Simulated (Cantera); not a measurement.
## Iron carbonyl, mercury and lead vapours: Hg + H2 + N2

Input: 1 mol Hg, 0.24 mol H2, 6.5 mol N2, at 550 K.

Cantera equilibrium calculation (NASA polynomials, part measured and part estimated; ideal gas, pure solids and liquids). Candidate condensed phases: Hg; 10 gas species. Kinetics and transport are ignored.

```csv
P (Pa),x N2,x Hg,x H2,x NH3,n Hg(l)
10,0.840,0.129,0.0310,5.28e-8,0
42,0.840,0.129,0.0310,2.22e-7,0
180,0.840,0.129,0.0310,9.51e-7,0
750,0.840,0.129,0.0310,3.96e-6,0
3200,0.840,0.129,0.0310,1.69e-5,0
13000,0.840,0.129,0.0309,6.83e-5,0
56000,0.840,0.129,0.0306,0.000290,0
240000,0.888,0.0801,0.0309,0.00129,0.414
1000000,0.948,0.0192,0.0279,0.00479,0.868
```
x: gas mole fraction; n: condensed amount in mol.

From 10.0 Pa to 0.560 bar nothing is condensed. From 2.40 bar to 10.0 bar the condensed part is Hg(l). The main Hg-bearing gas is Hg throughout.
